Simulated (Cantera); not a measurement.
Feed: 1 mol SiH₄, 0.061 mol C₂H₂, 540 mol H₂, equilibrated at 0.133 bar.

Cantera equilibrium calculation (NASA polynomials, part measured and part estimated; ideal gas, pure solids and liquids). Candidate condensed phases: C, C₆H₆, C₇H₈, C₈H₁₈, Si, SiC; 87 gas species. Mutual solubility and eutectic melting of coexisting phases are not modelled. Gases not in the tables: Si₂H₆ and higher silanes. The numbers say what is thermodynamically allowed, not how fast it happens.

Question: What share of the Si ends up in condensed phases as a function of T (K), at 1625, 1675, 1725, 1775, 1825, 1875, 1925, 1975, 2025, 2075, 2125, 2175, 2225, 2275?

Answer: 
```json
[
 {"T (K)": "1625", "Si condensed (%)": "99.5", "as": "Si(s) + SiC(s)"},
 {"T (K)": "1675", "Si condensed (%)": "99.1", "as": "Si(s) + SiC(s)"},
 {"T (K)": "1725", "Si condensed (%)": "98.4", "as": "Si(l) + SiC(s)"},
 {"T (K)": "1775", "Si condensed (%)": "97.3", "as": "Si(l) + SiC(s)"},
 {"T (K)": "1825", "Si condensed (%)": "95.4", "as": "Si(l) + SiC(s)"},
 {"T (K)": "1875", "Si condensed (%)": "92.2", "as": "Si(l) + SiC(s)"},
 {"T (K)": "1925", "Si condensed (%)": "86.7", "as": "Si(l) + SiC(s)"},
 {"T (K)": "1975", "Si condensed (%)": "77.4", "as": "Si(l) + SiC(s)"},
 {"T (K)": "2025", "Si condensed (%)": "62.0", "as": "Si(l) + SiC(s)"},
 {"T (K)": "2075", "Si condensed (%)": "36.6", "as": "Si(l) + SiC(s)"},
 {"T (K)": "2125", "Si condensed (%)": "7.4", "as": "SiC(s)"},
 {"T (K)": "2175", "Si condensed (%)": "0.9", "as": "SiC(s)"},
 {"T (K)": "2225", "Si condensed (%)": "0.0", "as": "-"},
 {"T (K)": "2275", "Si condensed (%)": "0.0", "as": "-"}
]
```
